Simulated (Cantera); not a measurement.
**Thermodynamics of iron carbonyl, mercury and lead vapours, feed Pb + CO + H2 + O2**

A closed system holds: 1 mol Pb, 0.2 mol CO, 65 mol H2, 1.9 mol O2, equilibrated at 0.0120 bar.

Cantera equilibrium calculation (NASA polynomials, part measured and part estimated; ideal gas, pure solids and liquids). Candidate condensed phases: C, C6H6, C7H8, C8H18, H2O, Pb, PbO, PbO2, Pb3O4; 113 gas species. Kinetics and transport are ignored.

From 773 K to 1073 K the condensed part is Pb(l). From 1173 K to 1573 K nothing is condensed. The main Pb-bearing gas is Pb throughout.

```
T (K)   x H2   x H2O      x Pb     x CO  n Pb(l)
-----  -----  ------  --------  -------  -------
773    0.939  0.0581   1.92e-6  0.00201    1.000
873    0.939  0.0579   5.30e-5  0.00263    0.997
973    0.938  0.0580  0.000729  0.00279    0.952
1073   0.933  0.0577   0.00609  0.00286    0.600
1173   0.925  0.0573    0.0151  0.00288        0
1273   0.925  0.0573    0.0151  0.00291        0
1373   0.925  0.0573    0.0151  0.00293        0
1473   0.924  0.0573    0.0151  0.00295        0
1573   0.924  0.0573    0.0151  0.00296        0
```
x: gas mole fraction; n: condensed amount in mol.
